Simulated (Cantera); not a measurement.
Equilibrium for halide evaporation, hydrolysis and transport: PbF2 + H2

Charge: 1 mol PbF2, a varied amount of H2, equilibrated at 1123.15 K and 133 Pa.

Method: chemical equilibrium by Gibbs-energy minimisation in Cantera with the NASA 1993 tables (ideal gas, pure condensed phases). Candidate condensed phases: Pb, PbF2; 16 gas species. Equilibrium is a limit: real reactors are often held back by kinetics, nucleation or transport.

```json
[
 {"n(H2) (mol)": "0.33", "log p H2": "-7.70", "log p HF": "-3.19", "log p PbF2": "-3.51", "log p Pb": "-3.74", "log p PbF4": "-3.77", "log p PbF": "-4.69", "n Pb(l)": "0.306"},
 {"n(H2) (mol)": "0.48", "log p H2": "-7.39", "log p HF": "-3.10", "log p PbF2": "-3.63", "log p Pb": "-3.74", "log p PbF4": "-4.02", "log p PbF": "-4.75", "n Pb(l)": "0.366"},
 {"n(H2) (mol)": "0.7", "log p H2": "-6.99", "log p HF": "-3.01", "log p PbF2": "-3.87", "log p Pb": "-3.74", "log p PbF4": "-4.49", "log p PbF": "-4.87", "n Pb(l)": "0.472"},
 {"n(H2) (mol)": "1", "log p H2": "-5.30", "log p HF": "-2.94", "log p PbF2": "-5.42", "log p Pb": "-3.74", "log p PbF4": "-7.59", "log p PbF": "-5.64", "n Pb(l)": "0.670"},
 {"n(H2) (mol)": "1.5", "log p H2": "-3.64", "log p HF": "-3.04", "log p PbF2": "-7.27", "log p Pb": "-3.74", "log p PbF4": "-11.29", "log p PbF": "-6.57", "n Pb(l)": "0.601"},
 {"n(H2) (mol)": "2.1", "log p H2": "-3.39", "log p HF": "-3.13", "log p PbF2": "-7.70", "log p Pb": "-3.74", "log p PbF4": "-12.16", "log p PbF": "-6.79", "n Pb(l)": "0.506"},
 {"n(H2) (mol)": "3.1", "log p H2": "-3.23", "log p HF": "-3.25", "log p PbF2": "-8.11", "log p Pb": "-3.74", "log p PbF4": "-12.96", "log p PbF": "-6.99", "n Pb(l)": "0.346"},
 {"n(H2) (mol)": "4.5", "log p H2": "-3.14", "log p HF": "-3.38", "log p PbF2": "-8.46", "log p Pb": "-3.74", "log p PbF4": "-13.66", "log p PbF": "-7.16", "n Pb(l)": "0.123"},
 {"n(H2) (mol)": "6.6", "log p H2": "-3.06", "log p HF": "-3.51", "log p PbF2": "-8.86", "log p Pb": "-3.81", "log p PbF4": "-14.40", "log p PbF": "-7.40", "n Pb(l)": "0"},
 {"n(H2) (mol)": "9.5", "log p H2": "-3.01", "log p HF": "-3.63", "log p PbF2": "-9.30", "log p Pb": "-3.94", "log p PbF4": "<-14", "log p PbF": "-7.68", "n Pb(l)": "0"},
 {"n(H2) (mol)": "14", "log p H2": "-2.97", "log p HF": "-3.78", "log p PbF2": "-9.77", "log p Pb": "-4.08", "log p PbF4": "<-14", "log p PbF": "-7.99", "n Pb(l)": "0"},
 {"n(H2) (mol)": "20", "log p H2": "-2.94", "log p HF": "-3.92", "log p PbF2": "-10.21", "log p Pb": "-4.22", "log p PbF4": "<-14", "log p PbF": "-8.28", "n Pb(l)": "0"},
 {"n(H2) (mol)": "29", "log p H2": "-2.92", "log p HF": "-4.07", "log p PbF2": "-10.68", "log p Pb": "-4.37", "log p PbF4": "<-14", "log p PbF": "-8.59", "n Pb(l)": "0"}
]
```
log p: log10 of the partial pressure in bar; n: condensed amount in mol.

From 0.33 mol H2 to 4.5 mol H2 the condensed part is Pb(l). From 6.6 mol H2 to 29 mol H2 nothing is condensed. The main Pb-bearing gas is PbF2 at 0.33 mol H2 and Pb at 29 mol H2.
